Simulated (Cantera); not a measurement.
Feed: 1 mol Si2Cl6, 69 mol H2, equilibrated at 1.88 Torr.

Cantera equilibrium calculation (NASA polynomials, part measured and part estimated; ideal gas, pure solids and liquids). Candidate condensed phases: Si; 19 gas species. The feed counts by its element totals alone. The tables' values for SiCl3, SiCl are old estimates; treat these amounts as uncertain. The numbers say what is thermodynamically allowed, not how fast it happens.

x: gas mole fraction; n: condensed amount in mol.

```json
[
 {"T (°C)": "627", "x H2": "0.968", "x HCl": "0.0129", "x SiCl4": "0.0152", "x SiCl2": "0.000235", "x SiHCl3": "0.00324", "x SiCl3": "0.000274", "x H": "2.30e-9", "n Si(s)": "0.656"},
 {"T (°C)": "702", "x H2": "0.959", "x HCl": "[?]", "x SiCl4": "[?]", "x SiCl2": "[?]", "x SiHCl3": "[?]", "x SiCl3": "0.000665", "x H": "[?]", "n Si(s)": "[?]"},
 {"T (°C)": "777", "x H2": "0.946", "x HCl": "[?]", "x SiCl4": "[?]", "x SiCl2": "[?]", "x SiHCl3": "[?]", "x SiCl3": "0.00113", "x H": "[?]", "n Si(s)": "[?]"},
 {"T (°C)": "852", "x H2": "0.935", "x HCl": "0.0539", "x SiCl4": "0.00264", "x SiCl2": "0.00659", "x SiHCl3": "0.000794", "x SiCl3": "0.00119", "x H": "8.59e-7", "n Si(s)": "1.19"},
 {"T (°C)": "927", "x H2": "0.930", "x HCl": "0.0597", "x SiCl4": "0.000615", "x SiCl2": "0.00905", "x SiHCl3": "0.000261", "x SiCl3": "0.000797", "x H": "3.81e-6", "n Si(s)": "1.23"},
 {"T (°C)": "1002", "x H2": "0.928", "x HCl": "0.0607", "x SiCl4": "0.000127", "x SiCl2": "0.0103", "x SiHCl3": "7.85e-5", "x SiCl3": "0.000448", "x H": "1.42e-5", "n Si(s)": "1.21"},
 {"T (°C)": "1077", "x H2": "0.928", "x HCl": "0.0603", "x SiCl4": "2.89e-5", "x SiCl2": "0.0110", "x SiHCl3": "2.54e-5", "x SiCl3": "0.000253", "x H": "4.59e-5", "n Si(s)": "1.18"},
 {"T (°C)": "1152", "x H2": "0.928", "x HCl": "0.0597", "x SiCl4": "7.50e-6", "x SiCl2": "0.0116", "x SiHCl3": "9.13e-6", "x SiCl3": "0.000149", "x H": "0.000131", "n Si(s)": "1.15"},
 {"T (°C)": "1227", "x H2": "0.929", "x HCl": "0.0590", "x SiCl4": "2.22e-6", "x SiCl2": "0.0120", "x SiHCl3": "3.62e-6", "x SiCl3": "9.16e-5", "x H": "0.000339", "n Si(s)": "1.13"},
 {"T (°C)": "1302", "x H2": "0.928", "x HCl": "0.0583", "x SiCl4": "7.35e-7", "x SiCl2": "0.0124", "x SiHCl3": "1.56e-6", "x SiCl3": "5.90e-5", "x H": "0.000801", "n Si(s)": "1.10"}
]
```

### Question
Complete the blanks.

### Answer

- 702, x HCl: 0.0250
- 702, x SiCl4: 0.0119
- 702, x SiCl2: 0.00105
- 702, x SiHCl3: 0.00260
- 702, x H: 2.24e-8
- 702, n Si(s): 0.846
- 777, x HCl: 0.0406
- 777, x SiCl4: 0.00708
- 777, x SiCl2: 0.00326
- 777, x SiHCl3: 0.00171
- 777, x H: 1.58e-7
- 777, n Si(s): 1.06
